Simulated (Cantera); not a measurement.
A perfectly stirred reactor is fed with CO : H2 : CH4 : O2 : N2 : H2O = 1 : 0.34 : 0.38 : 1.68 : 6.33 : 2.2 (molar parts), equivalence ratio 0.85, at 9.87 atm; it is adiabatic with a 425 K inlet, and is followed from long to short residence time, starting on the burning branch (τ in s: 0.35, 0.15, 0.063, 0.026, 0.011, 0.0047, 0.002, 0.00084, 0.00035, 0.00015, 6.3e-05).

Model: GRI-Mech 3.0 (53 species, 325 reactions), integrated in Cantera.

### Question
Predict: blow-out, bracketed by the residence times tried; x(CO) at τ = 0.350 s; x(H2) at τ = 0.350 s; x(CH4) at τ = 0.350 s; x(NO) at τ = 0.350 s; x(H2O) at τ = 0.350 s; x(CO) at τ = 4.70 ms; x(H2) at τ = 4.70 ms; x(CH4) at τ = 4.70 ms; x(NO) at τ = 4.70 ms; x(H2O) at τ = 4.70 ms.

### Answer
* **blow-out, bracketed by the residence times tried**: burning at 0.150 ms, out at 63.0 µs
* **x(CO) at τ = 0.350 s**: 0.000254
* **x(H2) at τ = 0.350 s**: 0.000132
* **x(CH4) at τ = 0.350 s**: 3.53e-7
* **x(NO) at τ = 0.350 s**: 0.000242
* **x(H2O) at τ = 0.350 s**: 0.292
* **x(CO) at τ = 4.70 ms**: 0.00149
* **x(H2) at τ = 4.70 ms**: 0.000491
* **x(CH4) at τ = 4.70 ms**: 1.48e-5
* **x(NO) at τ = 4.70 ms**: 1.51e-5
* **x(H2O) at τ = 4.70 ms**: 0.291
